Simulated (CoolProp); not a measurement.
Vapour-liquid equilibrium of dimethyl ether (1) + methanol (2) at 27.55 °C; x and y are mole fractions of (1).

The numbers come from the multi-fluid Helmholtz-energy mixture model, Wu 2011 and de Reuck 1993; pair parameters Bell 2016 in CoolProp.

```json
[
 {"x": "0.05", "bubble pressure (bar)": "0.8404", "y at the bubble point": "0.776", "dew pressure at overall composition x (bar)": "0.2039", "liquid density (mol/L)": "23.81"},
 {"x": "0.125", "bubble pressure (bar)": "1.687", "y at the bubble point": "0.892", "dew pressure at overall composition x (bar)": "0.2213", "liquid density (mol/L)": "22.86"},
 {"x": "0.2", "bubble pressure (bar)": "2.390", "y at the bubble point": "0.927", "dew pressure at overall composition x (bar)": "0.2418", "liquid density (mol/L)": "21.96"},
 {"x": "0.275", "bubble pressure (bar)": "2.966", "y at the bubble point": "0.943", "dew pressure at overall composition x (bar)": "0.2664", "liquid density (mol/L)": "21.10"},
 {"x": "0.35", "bubble pressure (bar)": "3.435", "y at the bubble point": "0.953", "dew pressure at overall composition x (bar)": "0.2967", "liquid density (mol/L)": "20.28"},
 {"x": "0.425", "bubble pressure (bar)": "3.821", "y at the bubble point": "0.959", "dew pressure at overall composition x (bar)": "0.3348", "liquid density (mol/L)": "19.49"},
 {"x": "0.5", "bubble pressure (bar)": "4.149", "y at the bubble point": "0.964", "dew pressure at overall composition x (bar)": "0.3842", "liquid density (mol/L)": "18.73"},
 {"x": "0.575", "bubble pressure (bar)": "4.440", "y at the bubble point": "0.968", "dew pressure at overall composition x (bar)": "0.4507", "liquid density (mol/L)": "17.99"},
 {"x": "0.65", "bubble pressure (bar)": "4.717", "y at the bubble point": "0.972", "dew pressure at overall composition x (bar)": "0.5452", "liquid density (mol/L)": "17.29"},
 {"x": "0.725", "bubble pressure (bar)": "4.998", "y at the bubble point": "0.976", "dew pressure at overall composition x (bar)": "0.6898", "liquid density (mol/L)": "16.60"},
 {"x": "0.8", "bubble pressure (bar)": "5.302", "y at the bubble point": "0.981", "dew pressure at overall composition x (bar)": "0.9388", "liquid density (mol/L)": "15.94"},
 {"x": "0.875", "bubble pressure (bar)": "5.645", "y at the bubble point": "0.987", "dew pressure at overall composition x (bar)": "1.468", "liquid density (mol/L)": "15.30"},
 {"x": "0.95", "bubble pressure (bar)": "6.044", "y at the bubble point": "0.994", "dew pressure at overall composition x (bar)": "3.286", "liquid density (mol/L)": "14.67"}
]
```

No azeotrope shows between x = 0.05 and 0.95.

The pair parameters rest on a limited set of measurements; away from them the model extrapolates. With so large a gap from Raoult's law the liquid may split in two, which this calculation doesn't test in full.
